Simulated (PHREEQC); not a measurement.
A column of 0.1 m (40 cells, dispersivity 0.008 m, 60 s a shift, diffusion coefficient 3e-10 m²/s) holds 0.017 eq of the database's cation exchanger X per kg of pore water, first in equilibrium with 0.0014 mol/kgw CaCl2, 0.0006 mol/kgw NaCl and 1e-05 mol/kgw HCl. It is flushed with 0.0077 mol Na2SO4, 0.0024 mol CaCl2, 0.00051 mol CuCl2 and 1e-05 mol HCl per kg of water, at 15 °C. Values are for the last cell. The system is closed to CO2. Nothing may precipitate in this run.

Equilibrium calculation in PHREEQC: ion-association model, phreeqc.dat.

```csv
pore volumes,S in solution (mol/kgw),Cu in solution (mol/kgw),Na in solution (mol/kgw),Ca in solution (mol/kgw),Cl in solution (mol/kgw),NaX on the exchanger (mol/kgw)
0,0,0,0.000600,0.00140,0.00341,0.000114
0.1375,2.67e-12,0,0.000600,0.00140,0.00341,0.000114
0.3875,6.83e-5,0,0.000643,0.00146,0.00343,0.000120
0.5125,0.000438,1.04e-11,0.000983,0.00172,0.00355,0.000171
0.6375,0.00124,3.28e-9,0.00195,0.00216,0.00380,0.000307
0.7625,0.00233,1.10e-7,0.00355,0.00262,0.00414,0.000515
1.012,0.00453,4.11e-6,0.00744,0.00321,0.00483,0.000992
1.137,0.00539,1.10e-5,0.00920,0.00333,0.00510,0.00121
1.262,0.00606,2.21e-5,0.0107,0.00335,0.00532,0.00140
1.512,0.00692,5.59e-5,0.0128,0.00326,0.00558,0.00169
1.637,0.00717,7.70e-5,0.0135,0.00318,0.00566,0.00180
1.762,0.00734,9.98e-5,0.0140,0.00310,0.00572,0.00188
1.887,0.00746,0.000124,0.0144,0.00303,0.00576,0.00195
2.138,0.00760,0.000173,0.0149,0.00289,0.00580,0.00204
2.263,0.00763,0.000197,0.0150,0.00283,0.00581,0.00208
2.388,0.00765,0.000222,0.0151,0.00278,0.00582,0.00210
2.513,0.00767,0.000245,0.0152,0.00274,0.00582,0.00212
2.763,0.00769,0.000289,0.0153,0.00267,0.00583,0.00215
2.888,0.00769,0.000309,0.0153,0.00264,0.00583,0.00216
3.013,0.00769,0.000328,0.0153,0.00261,0.00583,0.00217
3.263,0.00770,0.000362,0.0154,0.00256,0.00583,0.00218
3.388,0.00770,0.000377,0.0154,0.00255,0.00583,0.00219
3.513,0.00770,0.000391,0.0154,0.00253,0.00583,0.00219
3.638,0.00770,0.000404,0.0154,0.00251,0.00583,0.00219
3.888,0.00770,0.000426,0.0154,0.00249,0.00583,0.00220
4.013,0.00770,0.000435,0.0154,0.00248,0.00583,0.00220
```
